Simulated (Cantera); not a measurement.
## Pyrogenic steam for wet oxidation

An isothermal, constant-pressure homogeneous reactor starts with H2 : O2 : N2 = 1.6 : 1 : 25 (molar parts), equivalence ratio 0.80, at 1025 K and 0.987 atm.

Computed with Cantera and the H2/O2 subset of GRI-Mech 3.0, which has no nitrogen chemistry. The temperature is held fixed by assumption; the heat of reaction is taken as removed at once.

```
t (s)         x H2     x O2       x H    x H2O2     x HO2     x H2O
--------  --------  -------  --------  --------  --------  --------
1.00e-5     0.0580   0.0362  2.81e-11    <1e-12  3.32e-11  3.90e-12
4.64e-5     0.0580   0.0362  1.77e-10    <1e-12  2.25e-10  1.48e-10
0.000215    0.0580   0.0362   7.74e-9  2.80e-11   9.74e-9   1.73e-8
0.00100     0.0162   0.0160   0.00345   1.27e-6   1.38e-5    0.0409
0.00464   0.000678  0.00779   8.35e-6   6.91e-7   5.19e-6    0.0590
0.0215    0.000254  0.00759   3.73e-7   6.15e-7   3.20e-6    0.0594
0.100      1.00e-4  0.00751   5.38e-8   2.02e-7   1.70e-6    0.0596
0.464      2.29e-5  0.00747   4.26e-9   1.98e-8   5.17e-7    0.0597
2.15       2.71e-6  0.00746  1.93e-10  5.44e-10   7.48e-8    0.0597
10.0       2.10e-8  0.00746  1.18e-12  1.13e-11  7.44e-10    0.0597
```
x: mole fraction; the columns are a selection and need not sum to one.

Equilibrium at this temperature and pressure: H2 1.26e-10, O2 0.00746, H <1e-12, H2O2 1.98e-11, HO2 8.70e-11, H2O 0.0597 (gas phase only).
